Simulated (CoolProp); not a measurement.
Vapour-liquid equilibrium of hydrogen sulfide (1) + n-pentane (2) at 0.966 MPa; x and y are mole fractions of (1).

Model: multi-fluid Helmholtz-energy mixture model, Lemmon 2006 and Thol 2019; pair parameters Kunz 2012, in CoolProp.

```
x     bubble temperature, mixture model (°C)  bubble temperature, Raoult's law (°C)  y, mixture model  y, Raoult's law
----  --------------------------------------  -------------------------------------  ----------------  ---------------
0.05                                   104.9                                   97.6             0.301            0.447
0.15                                    68.2                                   66.8             0.723            0.771
0.25                                    42.1                                   48.1             0.880            0.883
0.35                                    26.9                                   35.3             0.934            0.933
0.45                                    18.2                                   25.9             0.957            0.960
0.55                                    12.9                                   18.5             0.968            0.975
0.65                                     9.2                                   12.5             0.975            0.985
0.75                                     6.1                                    7.4             0.982            0.991
0.85                                     2.9                                    3.2             0.988            0.996
0.95                                    -0.5                                   -0.6             0.996            0.999
```

The largest gap from Raoult's law is -8.4 K in bubble temperature, at x = 0.35. No azeotrope shows between x = 0.05 and 0.95.

Pair parameters are fitted to limited data, so mixtures are less certain than the pure fluids. The gap from Raoult's law changes sign with composition, which may be real or a fault of the pair parameters; it wasn't checked against measurements.
